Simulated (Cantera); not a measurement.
A closed system holds: 1 mol Cu, 6.5 mol CO, 33 mol H₂, held at 19.0 mbar.

Method: chemical equilibrium by Gibbs-energy minimisation in Cantera with the NASA 1993 tables (ideal gas, pure condensed phases). Candidate condensed phases: C, C₆H₆, C₇H₈, C₈H₁₈, Cu, CuO, Cu(OH)₂, Cu₂O, H₂O; 113 gas species. Rates play no part.

Question: At 1727 °C, list the 5 most abundant gas species with their mole fractions, and the condensed phases.

Answer: H₂ 0.805, CO 0.160, Cu 0.0245, H 0.0106, Cu₂ 1.10e-5. Condensed: gas only.
